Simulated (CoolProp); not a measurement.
Toluene along the isotherm 445.7 K: density (kg/m³) from the reference equation and from simpler models built on Tc = 591.7 K, pc = 4126 kPa, ω = 0.266; each cubic takes its own stable root.

Computed with CoolProp (reference Helmholtz-energy equation of state, Lemmon 2006). It is a short technical equation, of lower accuracy than the large ones.

| p (kPa) | phase | reference |
|---|---|---|
| 1290 | liquid | 712.9 |
| 2580 | liquid | 716.0 |
| 3870 | liquid | 718.9 |
| 5160 | liquid | 721.7 |
| 6450 | liquid | 724.4 |
| 7740 | liquid | 727.0 |
| 9030 | liquid | 729.5 |
| 10300 | liquid | 731.9 |

How far does each simpler model (van der Waals, Soave-Redlich-Kwong) lie from the reference over these 8 states: mean and median of the absolute difference, and the worst?


- van der Waals: mean 38.9 %, median 38.7 %, worst -41.1 % at 445.7 K and 1290 kPa
- Soave-Redlich-Kwong: mean 10.4 %, median 10.3 %, worst -11.2 % at 445.7 K and 1290 kPa
